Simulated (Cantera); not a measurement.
Gas mixture: H2O : NO = 0.8 : 0.22 (molar parts), at 0.0540 bar, frozen composition.

Cantera's kinetic-theory transport with the Lennard-Jones parameters of GRI-Mech 3.0, ideal gas; thermal conductivity in the multicomponent form. Polar gases are described roughly by these parameters.

D: mixture-averaged diffusion coefficient of that species in the mixture.

| T (K) | ρ (kg/m³) | cp (J/kg/K) | μ (µPa s) | λ (mW/m/K) | Pr | D (cm²/s) OH | D (cm²/s) N2 | D (cm²/s) H2 |
|---|---|---|---|---|---|---|---|---|
| 400 | 0.0334 | 1618 | 16.0 | 37.2 | 0.698 | 11.4 | 7.17 | 26.4 |
| 500 | 0.0268 | 1660 | (withheld) | (withheld) | 0.690 | (withheld) | (withheld) | (withheld) |
| 600 | 0.0223 | 1710 | 23.7 | 59.2 | 0.686 | 23.5 | 15.0 | 53.8 |
| 700 | 0.0191 | 1763 | 27.5 | 70.8 | 0.684 | 30.7 | 19.7 | 70.1 |
| 800 | 0.0167 | 1818 | 31.1 | 82.8 | 0.683 | 38.7 | 24.9 | 88.0 |
| 900 | 0.0149 | 1872 | 34.7 | 95.1 | 0.683 | 47.4 | 30.6 | 107 |
| 1000 | 0.0134 | 1928 | (withheld) | (withheld) | 0.683 | (withheld) | (withheld) | (withheld) |

Q: Complete the blanks.

A: 
- 500, μ (µPa s): 19.9
- 500, λ (mW/m/K): 47.9
- 500, D (cm²/s) OH: 17.0
- 500, D (cm²/s) N2: 10.8
- 500, D (cm²/s) H2: 39.2
- 1000, μ (µPa s): 38.1
- 1000, λ (mW/m/K): 108
- 1000, D (cm²/s) OH: 56.7
- 1000, D (cm²/s) N2: 36.7
- 1000, D (cm²/s) H2: 128
